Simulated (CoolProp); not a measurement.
The fluid at 238.89 K and 1.44 MPa (gas) is heated at constant pressure to 323.7 K. The same conditions are run with several fluids, on thermodynamics alone (safety and materials aside).

The numbers come from the reference Helmholtz-energy equation of state of each fluid (ethylene: Smukala 2000; nitrogen: Span 2000; oxygen: Schmidt 1985; dry air: Lemmon 2000; methane: Setzmann 1991) in CoolProp. Blends and air are pseudo-pure fits.

```
fluid     heat (kJ/kg)  final density (kg/m³)
--------  ------------  ---------------------
ethylene           147                   16.1
nitrogen          90.6                   15.0
oxygen            80.1                   17.2
dry air           87.5                   15.5
methane            195                   8.74
```

Above 300 K oxygen's equation is extrapolated.
